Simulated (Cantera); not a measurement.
A closed system holds: 1 mol SiCl4, 0.29 mol C2H4, 10 mol H2, 0.0083 mol C3H8, held at 0.00340 bar.

Equilibrium computed with Cantera from the NASA thermochemical tables; the gas is ideal and each condensed phase is pure. Candidate condensed phases: C, C6H6, C7H8, C8H18, Si, SiC; 109 gas species. The tables' values for SiCl, SiCl3 are old estimates; treat these amounts as uncertain. Gases not in the tables: Si2H6 and higher silanes. Rates play no part. All values below are at 2300 K.

Base state: H2 0.568, HCl 0.205, H 0.125, Si 0.0361, Cl 0.0326, SiCl2 0.0172, SiC2 0.00498, SiCl 0.00485 (mole fractions); condensed: C(graphite).

Task: What changes in the equilibrium state with this change: pressure from 0.00340 bar to 0.00200 bar?

Result: 
| species | before | after |
|---|---|---|
| H2 | 0.568 | 0.533 |
| HCl | 0.205 | 0.199 |
| H | 0.125 | 0.158 |
| Cl | 0.0326 | 0.0425 |
| SiCl2 | 0.0172 | 0.0115 |
| Si | 0.0361 | 0.0411 |
| SiCl3 | 2.52e-5 | 1.30e-5 |
| SiH2 | 3.49e-5 | 2.19e-5 |
| C(graphite), mol | 0.350 | 0.335 |
